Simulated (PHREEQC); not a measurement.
A solution holds 0.078 mol ZnCl2, 0.026 mol KCl and 0.21 mol H2SO4 per kg of water, at 10 °C and 50 atm. Closed to the air; pH follows from the charge balance.

All values are PHREEQC results (ion-association model, phreeqc.dat), not measurements.

Each row changes one thing in this solution. Precipitation was switched off in this run.

```csv
case,pH,ionic strength (mol/kgw),HSO4- (mol/kgw),Zn+2 (mol/kgw),SO4-2 (mol/kgw),ZnSO4 (mol/kgw),SI of Sylvite (KCl)
as made,0.68,0.504,0.147,0.0541,0.0362,0.0159,-3.55
temperature from 10 to 55 °C,0.74,0.453,0.179,0.0509,0.0184,0.00962,-3.82
H2SO4 from 0.21 to 0.315 mol/kgw,0.53,?,0.240,?,0.0460,0.0163,?
0.014 mol/kgw MnCl2 added,0.68,0.539,0.146,0.0545,0.0368,0.0153,-3.50
H2SO4 replaced by NaHSO4 at the same molality,1.06,0.543,0.0972,0.0451,0.0598,0.0205,-3.56
```

### Question
Complete the blanks.

### Answer

- H2SO4 from 0.21 to 0.315 mol/kgw, ionic strength (mol/kgw): 0.628
- H2SO4 from 0.21 to 0.315 mol/kgw, Zn+2 (mol/kgw): 0.0531
- H2SO4 from 0.21 to 0.315 mol/kgw, SI of Sylvite (KCl): -3.57

Complexes and solids missing from the database can't appear. Under pressure, the constants of complexes without a molar volume in the database are unreliable. At this temperature some constants are extrapolated from 25 °C, and those without enthalpy data are left unchanged.
